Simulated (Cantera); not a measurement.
An isothermal, constant-pressure homogeneous reactor starts with CH4 : H2 : H = 0.025 : 1 : 0.058 (molar parts), at 1448 K and 13300 Pa.

Computed with Cantera and GRI-Mech 3.0 (53 species, 325 reactions). GRI-Mech 3.0 stops at C3 and has no aromatics, soot or wall deposition, so with more carbon than oxygen in the feed, carbon stays in small species such as C2H2 where larger ones or solid carbon would form.

One state of this run: x CH4 = 0.0210; x H2 = 0.977; x H = 0.000858; x C2H6 = 3.13e-5; x CH3 = 0.000368; x C2H2 = 0.000845. x: mole fraction; the columns are a selection and need not sum to one.

### Question
Which value of t (s) does it belong to?
A) 100
B) 26.9
C) 0.141
D) 0.000743

### Answer
D, 0.000743
